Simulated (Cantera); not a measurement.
An isothermal, constant-pressure homogeneous reactor starts with C3H8 : H2 = 1 : 18 (molar parts), at 1025 K and 20.0 Torr.

Model: GRI-Mech 3.0 (53 species, 325 reactions), integrated in Cantera. GRI-Mech 3.0 was tuned for natural gas; its chemistry of propane as a main component is partial and can be far from experiment. GRI-Mech 3.0 stops at C3 and has no aromatics, soot or wall deposition, so with more carbon than oxygen in the feed, carbon stays in small species such as C2H2 where larger ones or solid carbon would form. Radical loss at walls, strong at low pressure, is not modelled.

Problem. Predict: x(C3H8) at 9.00 s; x(H2) at 9.00 s; x(C2H4) at 9.00 s; x(CH3) at 9.00 s; x(C2H2) at 9.00 s.

Solution. 
```json
{
 "x(C3H8) at 9.00 s": "2.46e-5 (gas-phase equilibrium 9.35e-10)",
 "x(H2) at 9.00 s": "0.899 (gas-phase equilibrium 0.842)",
 "x(C2H4) at 9.00 s": "0.0466 (gas-phase equilibrium 0.000163)",
 "x(CH3) at 9.00 s": "6.58e-7 (gas-phase equilibrium 8.09e-8)",
 "x(C2H2) at 9.00 s": "0.000914 (gas-phase equilibrium 2.45e-5)"
}
```
